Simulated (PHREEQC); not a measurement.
## Polishing slurry liquid: an equilibrium model

Consider water at 20 °C with 1.1 mol/kgw HNO3, 0.0013 mol/kgw K2SO4 and 0.061 mol/kgw H3BO3. Closed to the air; pH follows from the charge balance.

All values are PHREEQC results (ion-association model, wateq4f.dat), not measurements.

- pH = 0.09
- ionic strength = 1.10 mol/kgw
- activity of water = 0.962
- total alkalinity = -1100 meq/kg

```csv
species,molality,activity,log γ
NO3-,1.10,0.603,-0.261
H+,1.10,0.815,-0.130
H3BO3,0.0610,0.0786,0.110
K+,0.00260,0.00155,-0.224
HSO4-,0.00123,0.000760,-0.208
SO4-2,7.13e-5,1.07e-5,-0.825
KSO4-,1.63e-7,1.06e-7,-0.186
```

No solid was allowed to form. Caution: at this ionic strength the ion-association model is outside its range; a Pitzer model would be the better tool where its parameters exist.
